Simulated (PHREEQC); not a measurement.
1 kg of water meets 20 L of dry gas (H2 0.61, N2 0.39 by moles) at fixed total pressure, at 80 °C; fugacities by Peng-Robinson. The gases take part in no redox reaction, some water evaporates into the gas, and hydrates or a liquid gas phase aren't modelled. Precipitation was switched off in this run.

Model: ion-association model, phreeqc.dat, run in PHREEQC.

| P (atm) | dissolved H2 (mol/kgw) | φ of H2 | p of H2 (atm) | dissolved N2 (mol/kgw) | φ of N2 |
|---|---|---|---|---|---|
| 2 | 0.000695 | 1.001 | 0.934 | 0.000272 | 1.001 |
| 5 | 0.00205 | 1.002 | 2.76 | 0.000802 | 1.001 |
| 10 | 0.00430 | 1.003 | 5.81 | 0.00168 | 1.001 |
| 20 | 0.00874 | 1.006 | 11.9 | 0.00341 | 1.001 |
| 30 | 0.0131 | 1.009 | 18.0 | 0.00510 | 1.002 |
| 40 | 0.0175 | 1.012 | 24.1 | 0.00676 | 1.002 |
| 50 | 0.0217 | 1.016 | 30.2 | 0.00840 | 1.003 |
| 75 | 0.0322 | 1.024 | 45.4 | 0.0124 | 1.006 |
| 100 | 0.0423 | 1.032 | 60.6 | 0.0162 | 1.011 |
| 150 | 0.0615 | 1.051 | 91.1 | 0.0233 | 1.022 |
| 200 | 0.0796 | 1.070 | 122 | 0.0300 | 1.036 |
| 300 | 0.113 | 1.113 | 182 | 0.0422 | 1.075 |
| 400 | 0.142 | 1.160 | 243 | 0.0533 | 1.124 |

Constants without temperature data keep their 25 °C values here.
